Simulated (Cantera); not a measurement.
# Equilibrium for abatement and gas-phase synthesis: SO₂ + O₂

A closed system holds: 1 mol SO₂, 0.11 mol O₂, held at 0.0230 bar.

Equilibrium computed with Cantera from the NASA thermochemical tables; the gas is ideal and each condensed phase is pure. Candidate condensed phases: S; 10 gas species. The numbers say what is thermodynamically allowed, not how fast it happens.

From 1325 °C to 1825 °C nothing is condensed.

```
T (°C)  x SO₂    x O₂      x SO       x O     x SO₃       x S
------  -----  ------  --------  --------  --------  --------
1325    0.900  0.0986   2.93e-5   2.93e-5   0.00100  4.64e-10
1375    0.900  0.0987   5.83e-5   5.25e-5  0.000808   1.74e-9
1425    0.900  0.0988  0.000111   9.07e-5  0.000659   6.01e-9
1475    0.900  0.0989  0.000205  0.000152  0.000544   1.94e-8
1525    0.900  0.0989  0.000365  0.000248  0.000455   5.86e-8
1575    0.900  0.0990  0.000630  0.000393  0.000383   1.67e-7
1625    0.899  0.0991   0.00106  0.000609  0.000326   4.49e-7
1675    0.898  0.0992   0.00172  0.000923  0.000280   1.15e-6
1725    0.896  0.0995   0.00273   0.00137  0.000242   2.80e-6
1775    0.894  0.0998   0.00424   0.00200  0.000211   6.50e-6
1825    0.890   0.100   0.00642   0.00286  0.000185   1.45e-5
```
x: gas mole fraction; nothing condenses.
